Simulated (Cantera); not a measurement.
A closed system holds: 1 mol c-C₄F₈, 0.34 mol H₂, at 79.0 Pa.

Equilibrium computed with Cantera from the NASA thermochemical tables; the gas is ideal and each condensed phase is pure. Candidate condensed phases: C, C₆H₆, C₇H₈, C₈H₁₈; 95 gas species. The feed counts by its element totals alone. Kinetics and transport are ignored.

Task: What share of the C ends up in condensed phases as a function of T (K), at 2600, 2675, 2750, 2825, 2900, 2975, 3050?

Result: 
| T (K) | C condensed (%) | as |
|---|---|---|
| 2600 | 84.6 | C(graphite) |
| 2675 | 81.6 | C(graphite) |
| 2750 | 71.5 | C(graphite) |
| 2825 | 45.0 | C(graphite) |
| 2900 | 0.0 | - |
| 2975 | 0.0 | - |
| 3050 | 0.0 | - |
